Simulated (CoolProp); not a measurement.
Properties of chlorine along the isotherm 429.5 K (Tc = 416.9 K, pc = 7642 kPa, ω = 0.070).

Model: reference Helmholtz-energy equation of state, Thol 2021, in CoolProp.

| p (kPa) | phase | Z | cp (kJ/(kg K)) | isothermal compressibility (1/MPa) | expansivity (1/kK) |
|---|---|---|---|---|---|
| 36.3 | gas | 0.9986 | 0.5027 | 27.59 | 2.339 |
| 61.2 | gas | 0.9977 | 0.5035 | 16.38 | 2.346 |
| 103 | gas | 0.9961 | 0.5048 | 9.747 | 2.358 |
| 174 | gas | 0.9934 | 0.5071 | 5.786 | 2.378 |
| 294 | gas | 0.9888 | 0.5110 | 3.440 | 2.414 |
| 496 | gas | 0.9810 | 0.5179 | 2.056 | 2.476 |
| 837 | gas | 0.9676 | 0.5301 | 1.236 | 2.587 |
| 1410 | gas | 0.9445 | 0.5528 | 0.7526 | 2.795 |
| 2390 | gas | 0.9030 | 0.5996 | 0.4670 | 3.230 |
| 4030 | gas | 0.8258 | 0.7142 | 0.3098 | 4.325 |
| 6790 | gas | 0.6538 | 1.244 | 0.2697 | 9.657 |
| 11500 | supercritical | 0.2629 | 1.712 | 0.04410 | 10.24 |
